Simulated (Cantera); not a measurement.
Input: 1 mol Ta, 1.6 mol O₂, held at 2848 K and 750 Torr.

Method: chemical equilibrium by Gibbs-energy minimisation in Cantera with the NASA 1993 tables (ideal gas, pure condensed phases). Candidate condensed phases: Ta, Ta₂O₅; 6 gas species. Rates play no part.

Base state: O₂ 0.936, O 0.0633, TaO₂ 0.000230 (mole fractions); condensed: Ta₂O₅(l).

### Question
What changes in the equilibrium state with this change: temperature from 2848 K to 1150 K?

### Answer
| species | before | after |
|---|---|---|
| O₂ | 0.936 | 1.00 |
| O | 0.0633 | 8.31e-9 |
| TaO₂ | 0.000230 | <1e-9 |
| Ta₂O₅(l), mol | 0.500 | 0 |
| Ta₂O₅(s), mol | 0 | 0.500 |
